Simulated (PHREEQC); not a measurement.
1 kg of water holding 0.21 mol Na2CO3, 0.12 mol NaCl, 0.1 mol Na2SO4, 0.00064 mol Na2B4O7 and 0.099 mol KCl is evaporated at 25 °C; the solids stay in contact with the brine. CO2 is held at log p = -3.4 (atm). The run lets Arcanite, Burkeite, Glaserite, Halite, Kalicinite, Mirabilite, Misenite, Nahcolite, Natron, Sylvite, Thenardite, Trona, Borax, Boric_acid,s, KB5O8:4H2O, K2B4O7:4H2O, NaBO2:4H2O, NaB5O8:5H2O, Teepleite precipitate or redissolve, and no other solid.

Computed with PHREEQC (Pitzer model, pitzer.dat).

```
water left (kg)  ionic strength  water activity  Trona (mol)  Halite (mol)  Glaserite (mol)  Thenardite (mol)
---------------  --------------  --------------  -----------  ------------  ---------------  ----------------
0.9993                     1.11           0.980            0             0                0                 0
0.8212                     1.35           0.976            0             0                0                 0
0.6749                     1.65           0.971            0             0                0                 0
0.5547                     2.01           0.965            0             0                0                 0
0.4558                     2.46           0.958            0             0                0                 0
0.3746                     3.00           0.950            0             0                0                 0
0.3079                        ?           0.939            0             0                0                 0
0.253                      4.45           0.925            0             0                0                 0
0.2079                     5.43           0.908            0             0                0                 0
0.1708                     6.61               ?            0             0                0                 0
0.1404                     8.05           0.855            0             0                0                 0
0.115                      9.53           0.819      0.00776             0                0                 0
0.09263                    9.83           0.802       0.0491             0         0.000735                 0
0.07439                    9.82           0.785       0.0799             0          0.00836                 0
0.0595                     9.96           0.760        0.103             0           0.0146                 0
0.0475                     9.71           0.736        0.117             0           0.0175            0.0182
0.03824                    9.53           0.718        0.114             ?           0.0195                 0
0.0304                     9.54           0.718        0.117        0.0573           0.0222                 0
0.02396                    9.54           0.718        0.119        0.0916           0.0245                 0
```

Problem. Fill in the missing entries.

Solution. 
- 0.3079, ionic strength: 3.65
- 0.1708, water activity: 0.885
- 0.03824, Halite (mol): 0.0156
